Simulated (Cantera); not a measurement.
Input: 1 mol CuO, 0.4 mol C, 1.1 mol N2, equilibrated at 0.000190 bar.

Equilibrium computed with Cantera from the NASA thermochemical tables; the gas is ideal and each condensed phase is pure. Candidate condensed phases: C, Cu, CuO, Cu2O; 27 gas species. Mutual solubility and eutectic melting of coexisting phases are not modelled. Kinetics and transport are ignored.

At 952 °C, list the 4 most abundant gas species with their mole fractions, and the condensed phases.

N2 0.733, CO2 0.266, O2 0.000884, Cu 0.000127. Condensed: Cu(s) + Cu2O(s).
